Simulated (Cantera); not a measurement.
Charge: 1 mol Si, 3.6 mol H2O, 250 mol N2, equilibrated at 1330 Pa.

Method: chemical equilibrium by Gibbs-energy minimisation in Cantera with the NASA 1993 tables (ideal gas, pure condensed phases). Candidate condensed phases: H2O, Si, SiO2, Si2N2O, Si3N4; 35 gas species. The tables hold silica as quartz up to 1696 K and as liquid above; real silica turns to tridymite and cristobalite and melts near 1996 K. Equilibrium is a limit: real reactors are often held back by kinetics, nucleation or transport.

Q: What share of the Si ends up in condensed phases as a function of T (K), at 1575, 1625, 1675, 1725, 1775, 1825, 1875?

A: 
| T (K) | Si condensed (%) | as |
|---|---|---|
| 1575 | 100.0 | SiO2(β-quartz) |
| 1625 | 99.9 | SiO2(β-quartz) |
| 1675 | 99.6 | SiO2(β-quartz) |
| 1725 | 98.9 | SiO2(condensed) |
| 1775 | 97.0 | SiO2(condensed) |
| 1825 | 92.4 | SiO2(condensed) |
| 1875 | 82.8 | SiO2(condensed) |
